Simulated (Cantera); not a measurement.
An isothermal plug-flow reactor at 800 K and 0.200 bar (inlet), inlet velocity 0.12 m/s, active area per volume 130 1/m; feed CO : O2 : N2 = 0.026 : 0.045 : 0.79 (molar parts).

Model: Deutschmann's 1995 Pt surface mechanism with GRI-Mech 3.0 gas chemistry, integrated in Cantera. Catalytic surfaces can have several steady states; this one follows from the mechanism file's or the stated starting coverage. Mass transfer to the wall is taken as infinitely fast.

One state of this run: x CO = 1.37e-5; x O2 = 0.0377; x H2O = <1e-12; x CO2 = 0.0306; θ free Pt = 0.0962; θ O* = 0.904; θ CO* = 3.57e-6. x: gas mole fraction; θ: surface coverage.

Which value of z (m) does it belong to?
A) 0.0063
B) 0.0017
C) 0.00046
D) 0.00024

B, 0.0017
